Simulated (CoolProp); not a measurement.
n-undecane at 419.76 K and 0.0181 MPa is compressed adiabatically to 0.0967 MPa with isentropic efficiency 0.9. Each further row changes one setting.

Values from CoolProp's reference Helmholtz-energy equation of state, Aleksandrov 2011. It is a short technical equation, of lower accuracy than the large ones.

```json
[
 {"case": "as stated", "work (kJ/kg)": "?", "final phase": "two-phase, vapour fraction 0.758", "final density (kg/m³)": "?"},
 {"case": "efficiency 1", "work (kJ/kg)": "?", "final phase": "two-phase, vapour fraction 0.744", "final density (kg/m³)": "?"},
 {"case": "efficiency 0.65", "work (kJ/kg)": "?", "final phase": "?", "final density (kg/m³)": "?"}
]
```

**Question.** Some entries are withheld; supply them.

**Answer.** 
- as stated, work (kJ/kg): 38.4
- as stated, final density (kg/m³): 5.49
- efficiency 1, work (kJ/kg): 34.5
- efficiency 1, final density (kg/m³): 5.59
- efficiency 0.65, work (kJ/kg): 53.1
- efficiency 0.65, final phase: two-phase, vapour fraction 0.814
- efficiency 0.65, final density (kg/m³): 5.12
